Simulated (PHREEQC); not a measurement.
PHREEQC input (ion-association model, wateq4f.dat):

```
SOLUTION_MASTER_SPECIES
  An  An-  0  An  62.0  # stands for a non-complexing anion
SOLUTION_SPECIES
  An- = An-
    -log_k 0
    -gamma 3.0 0
PHASES
  Fix_H+
    H+ = H+
    -log_k 0
SOLUTION 1
  temp 25
  units mmol/kgw
  pH 7 charge
  Cl 0.026
  Ca 0.013
  Na 1
  An 1
END
SELECTED_OUTPUT 1
  -reset false
  -pH true
  -pe true
  -ionic_strength true
  -water true
  -totals Ca Cl Na
  -molalities Hfo_wOH Hfo_wOH2+ Hfo_wO- Hfo_sOH Hfo_sOH2+ Hfo_sO- Hfo_sOHCa+2 Hfo_wOCa+
  -saturation_indices Portlandite Halite
USER_PUNCH 1
  -headings sigma psi
  10 PUNCH EDL("sigma", "Hfo"), EDL("psi", "Hfo")
PRINT
  -reset false
USE solution 1
SURFACE 1
  Hfo_wOH 0.00764045 600 3.4
  Hfo_sOH 0.000191011
EQUILIBRIUM_PHASES 1
  Fix_H+ -4 HAn 10
    -force_equality true
  O2(g) -0.68 10
END
# ... the last block is repeated for the other 16 points of pH, with NaOH or the acid as the point needs
```

Selected output (columns that matter, 17 of 17 rows; pH added in front):

```
pH	mu	Ca	Cl	Na	m_Hfo_wOH	m_Hfo_wOH2+	m_Hfo_wO-	m_Hfo_sOH	m_Hfo_sOH2+	m_Hfo_sO-	si_Portlandite	si_Halite	sigma	psi
4	0.0027732	1.3e-05	2.6e-05	0.001	0.0042158	0.0033014	0.00012333	0.00010539	8.2534e-05	3.0832e-06	-19.785	-9.2172	0.15408	0.2009
4.5	0.0021238	1.3e-05	2.6e-05	0.001	0.0050768	0.0023078	0.00025584	0.00012692	5.7696e-05	6.396e-06	-18.773	-9.2113	0.099488	0.1853
5	0.001696	1.3e-05	2.6e-05	0.001	0.0055415	0.0016803	0.00041868	0.00013854	4.2006e-05	1.0467e-05	-17.765	-9.2069	0.061165	0.16613
5.5	0.0014244	1.2998e-05	2.6e-05	0.001	0.0057476	0.0013193	0.00057363	0.00014369	3.2981e-05	1.4341e-05	-16.758	-9.2037	0.036151	0.1437
6	0.0012593	1.2984e-05	2.6e-05	0.001	0.0058258	0.0011213	0.00069342	0.00014563	2.803e-05	1.7334e-05	-15.755	-9.2016	0.020745	0.11865
6.5	0.0011615	1.2873e-05	2.6e-05	0.001	0.0058527	0.0010133	0.0007744	0.00014623	2.5317e-05	1.9348e-05	-14.756	-9.2003	0.011595	0.091787
7	0.0011013	1.1955e-05	2.6e-05	0.001	0.0058616	0.00095219	0.00082662	0.00014579	2.3683e-05	2.056e-05	-13.787	-9.1994	0.0061825	0.063847
7.5	0.0010518	7.2654e-06	2.6e-05	0.001	0.0058642	0.00091175	0.00086406	0.00014253	2.216e-05	2.1001e-05	-13.001	-9.1987	0.0028332	0.035395
8	0.0010234	1.5807e-06	2.6e-05	0.0010135	0.0058643	0.00088194	0.0008933	0.00013853	2.0834e-05	2.1102e-05	-12.663	-9.1925	0.0004887	0.0066716
8.5	0.0010474	1.8826e-07	2.6e-05	0.0010647	0.0058635	0.00085845	0.00091748	0.00013755	2.0138e-05	2.1523e-05	-12.588	-9.1715	-0.0016933	-0.022217
9	0.0010839	2.0378e-08	2.6e-05	0.0011313	0.0058612	0.00083053	0.0009476	0.00013741	1.947e-05	2.2215e-05	-12.555	-9.1456	-0.0044897	-0.050955
9.5	0.0011528	2.2628e-09	2.6e-05	0.0012466	0.0058548	0.00078835	0.00099612	0.00013728	1.8485e-05	2.3357e-05	-12.511	-9.1044	-0.0088809	-0.079222
10	0.0013055	2.7187e-10	2.6e-05	0.0014807	0.0058352	0.00071868	0.0010854	0.00013689	1.686e-05	2.5462e-05	-12.436	-9.0317	-0.016578	-0.10651
10.5	0.0016865	3.8632e-11	2.6e-05	0.0020156	0.0057694	0.00060122	0.0012683	0.0001355	1.412e-05	2.9788e-05	-12.293	-8.9023	-0.031132	-0.13179
11	0.0027212	7.7639e-12	2.5999e-05	0.0033558	0.0055389	0.00041794	0.0016816	0.00013042	9.841e-06	3.9596e-05	-12.014	-8.691	-0.06004	-0.15308
11.5	0.0056814	2.8556e-12	2.5999e-05	0.0069031	0.0048203	0.0002037	0.0026131	0.00011422	4.8267e-06	6.1918e-05	-11.498	-8.3978	-0.11558	-0.16776
12	0.014555	2.4851e-12	2.5998e-05	0.016752	0.0032142	5.421e-05	0.0043659	7.7246e-05	1.3028e-06	0.00010492	-10.656	-8.0488	-0.20789	-0.17374
```
